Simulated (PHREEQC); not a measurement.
A solution holds 0.026 mmol/kgw Pb(NO3)2 and 3 mmol/kgw Na2SO4, at 20 °C. It is in equilibrium with CO2 at log p = -3.5 (atm). Otherwise closed; pH follows from the charge balance.

Equilibrium calculation in PHREEQC: ion-association model, phreeqc.dat.

```yaml
pH: 5.67
ionic_strength: 0.00892 mol/kgw
specific_conductance: 619 µS/cm
```

| species | molality | activity | log γ |
|---|---|---|---|
| Na+ | 0.00594 | 0.00540 | -0.042 |
| SO4-2 | 0.00293 | 0.00200 | -0.166 |
| NaSO4- | 5.76e-5 | 5.24e-5 | -0.041 |
| NO3- | 5.20e-5 | 4.70e-5 | -0.044 |
| Pb+2 | 1.46e-5 | 9.89e-6 | -0.169 |
| CO2 | 1.24e-5 | 1.24e-5 | 0.001 |
| PbSO4 | 1.11e-5 | 1.11e-5 | 0.001 |
| HCO3- | 2.62e-6 | 2.38e-6 | -0.041 |
| H+ | 2.35e-6 | 2.16e-6 | -0.037 |
| HSO4- | 4.15e-7 | 3.77e-7 | -0.042 |
| Pb(SO4)2-2 | 1.72e-7 | 1.17e-7 | -0.169 |
| PbOH+ | 9.85e-8 | 8.94e-8 | -0.042 |
| PbHCO3+ | 2.06e-8 | 1.87e-8 | -0.042 |
| PbCO3 | 7.98e-9 | 8.00e-9 | 0.001 |
| PbNO3+ | 7.58e-9 | 6.88e-9 | -0.042 |
| NaHCO3 | 7.43e-9 | 7.45e-9 | 0.001 |

Precipitation was switched off in this run. The solution is supersaturated, for example in Anglesite, so a real one may precipitate; this is no full list.
